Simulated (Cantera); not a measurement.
An adiabatic, constant-pressure homogeneous reactor starts with 16.1 % CO, 4.68 % H2, 6.29 % CH4, 15.3 % O2, 57.6 % N2, equivalence ratio 1.5, at 1150 K and 12.0 bar.

Computed with Cantera and GRI-Mech 3.0 (53 species, 325 reactions). The pressure lies above the range GRI-Mech 3.0 was tuned for (to about 10 atm).

x: mole fraction; the columns are a selection and need not sum to one.

```json
[
 {"t (s)": "7.00e-6", "T (K)": "1150", "x CO": "0.161", "x H2": "0.0468", "x CH4": "0.0629", "x CH3": "9.58e-8", "x H": "1.96e-9", "x N2O": "<1e-12", "x CH2O": "2.37e-9"},
 {"t (s)": "1.62e-5", "T (K)": "1150", "x CO": "0.161", "x H2": "0.0468", "x CH4": "0.0629", "x CH3": "2.53e-7", "x H": "4.56e-9", "x N2O": "<1e-12", "x CH2O": "1.47e-8"},
 {"t (s)": "3.76e-5", "T (K)": "1150", "x CO": "0.161", "x H2": "0.0468", "x CH4": "0.0629", "x CH3": "…", "x H": "…", "x N2O": "2.14e-12", "x CH2O": "…"},
 {"t (s)": "8.71e-5", "T (K)": "1150", "x CO": "0.161", "x H2": "0.0467", "x CH4": "0.0629", "x CH3": "7.12e-6", "x H": "1.47e-7", "x N2O": "2.42e-11", "x CH2O": "4.61e-6"},
 {"t (s)": "0.000202", "T (K)": "1170", "x CO": "0.161", "x H2": "0.0459", "x CH4": "0.0618", "x CH3": "4.95e-5", "x H": "2.24e-6", "x N2O": "8.19e-10", "x CH2O": "0.000600"},
 {"t (s)": "0.000468", "T (K)": "2746", "x CO": "0.131", "x H2": "0.0283", "x CH4": "3.72e-12", "x CH3": "7.29e-12", "x H": "0.00329", "x N2O": "2.32e-7", "x CH2O": "1.79e-8"},
 {"t (s)": "0.00108", "T (K)": "2740", "x CO": "0.132", "x H2": "0.0285", "x CH4": "3.94e-12", "x CH3": "7.53e-12", "x H": "0.00323", "x N2O": "2.56e-7", "x CH2O": "1.81e-8"},
 {"t (s)": "0.00251", "T (K)": "2738", "x CO": "0.132", "x H2": "0.0286", "x CH4": "3.99e-12", "x CH3": "7.59e-12", "x H": "0.00322", "x N2O": "2.66e-7", "x CH2O": "1.82e-8"},
 {"t (s)": "0.00582", "T (K)": "2738", "x CO": "0.132", "x H2": "0.0286", "x CH4": "3.99e-12", "x CH3": "7.59e-12", "x H": "0.00322", "x N2O": "2.66e-7", "x CH2O": "1.82e-8"},
 {"t (s)": "0.0135", "T (K)": "2738", "x CO": "0.132", "x H2": "0.0286", "x CH4": "3.99e-12", "x CH3": "7.59e-12", "x H": "0.00322", "x N2O": "2.66e-7", "x CH2O": "1.82e-8"},
 {"t (s)": "0.0312", "T (K)": "2738", "x CO": "0.132", "x H2": "0.0286", "x CH4": "3.99e-12", "x CH3": "7.59e-12", "x H": "0.00322", "x N2O": "2.66e-7", "x CH2O": "1.82e-8"},
 {"t (s)": "0.0723", "T (K)": "2738", "x CO": "0.132", "x H2": "0.0286", "x CH4": "3.99e-12", "x CH3": "7.59e-12", "x H": "0.00322", "x N2O": "2.66e-7", "x CH2O": "1.82e-8"},
 {"t (s)": "0.168", "T (K)": "2738", "x CO": "0.132", "x H2": "0.0286", "x CH4": "3.99e-12", "x CH3": "7.59e-12", "x H": "0.00322", "x N2O": "2.66e-7", "x CH2O": "1.82e-8"},
 {"t (s)": "0.388", "T (K)": "2738", "x CO": "0.132", "x H2": "0.0286", "x CH4": "3.99e-12", "x CH3": "7.59e-12", "x H": "0.00322", "x N2O": "2.66e-7", "x CH2O": "1.82e-8"},
 {"t (s)": "0.900", "T (K)": "2738", "x CO": "0.132", "x H2": "0.0286", "x CH4": "3.99e-12", "x CH3": "7.59e-12", "x H": "0.00322", "x N2O": "2.66e-7", "x CH2O": "1.82e-8"}
]
```

Problem. What belongs in the gaps?

Solution. 
- 3.76e-5, x CH3: 9.09e-7
- 3.76e-5, x H: 1.59e-8
- 3.76e-5, x CH2O: 1.29e-7
